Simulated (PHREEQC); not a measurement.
0.021 g of hydrous ferric oxide (600 m²/g; 0.2 weak and 0.005 strong sites per Fe, Dzombak-Morel constants, diffuse double layer) in 1 kg of water with 0.1 mol/kgw of an inert sodium salt and 0.02 mmol/kgw SrCl2, at 25 °C; the pH is set by adding NaOH or the inert anion's acid. Oxygen alone is held at its pressure in air (log pO2 = -0.68). CO2 from the air is kept out. No solid was allowed to form.

Base run: PHREEQC, ion-association model, wateq4f.dat. Each further column changes one thing. The table gives surface charge σ (C/m²).

| pH | base | background salt from 0.1 to 0.01 mol/kgw | oxide from 0.021 to 0.11 g/kgw |
|---|---|---|---|
| 3 | 0.363 | 0.325 | 0.363 |
| 3.75 | 0.338 | 0.246 | 0.338 |
| 4.88 | 0.229 | 0.124 | 0.229 |
| 5.62 | 0.147 | 0.069 | 0.147 |
| 6.38 | 0.082 | 0.034 | 0.082 |
| 7.12 | 0.039 | 0.015 | 0.039 |
| 8.25 | -0.003 | -0.001 | -0.003 |
| 9 | -0.030 | -0.011 | -0.030 |

The oxide is taken as insoluble; below pH 4 it would dissolve.
